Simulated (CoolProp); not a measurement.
Vapour-liquid equilibrium of CH2F2 (R32) (1) + R142b (2) at 253.6 K; x and y are mole fractions of (1).

The numbers come from the multi-fluid Helmholtz-energy mixture model, Tillner-Roth 1997 and Lemmon 2006; pair parameters Bell 2016 in CoolProp.

Task: Give the bubble pressure and the first vapour's composition at x = 0.05, 0.275, 0.8. Is there an azeotrope?

Result: x = 0.05: 0.08710 MPa, y = 0.282; x = 0.275: 0.1860 MPa, y = 0.729; x = 0.8: 0.3554 MPa, y = 0.944. No azeotrope shows between x = 0.05 and 0.95.

Pair parameters are fitted to limited data, so mixtures are less certain than the pure fluids.
